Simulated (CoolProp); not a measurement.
A single-stage vapour-compression cycle with the fluid: evaporating at 211.15 K (dew point), condensing at 274.15 K (bubble point), superheat 10 K, subcooling 8 K, compressor efficiency 0.65, no pressure losses. The same conditions are run with several fluids, on thermodynamics alone (safety and materials aside).

Model: reference Helmholtz-energy equation of state of each fluid (R22: Kamei 1995; propylene: Lemmon 2013; propane: Lemmon 2009; R507A: Lemmon 2003; R115: Lemmon 2016), in CoolProp. Blends and air are pseudo-pure fits.

| fluid | cooling COP | pressure ratio | discharge temperature (K) | refrigerating effect (kJ/kg) | volumetric capacity (kJ/m³) |
|---|---|---|---|---|---|
| R22 | 1.75 | 15.4 | 392.1 | 191 | 305 |
| propylene | 1.76 | 12.0 | 356.4 | … | 400 |
| propane | 1.78 | 12.8 | 343.5 | … | 311 |
| R507A | 1.71 | 14.1 | 330.9 | 144 | 361 |
| R115 | 1.68 | 14.1 | 305.3 | … | 240 |

What belongs in the gaps?


- propylene, refrigerating effect (kJ/kg): 343
- propane, refrigerating effect (kJ/kg): 333
- R115, refrigerating effect (kJ/kg): 87.5
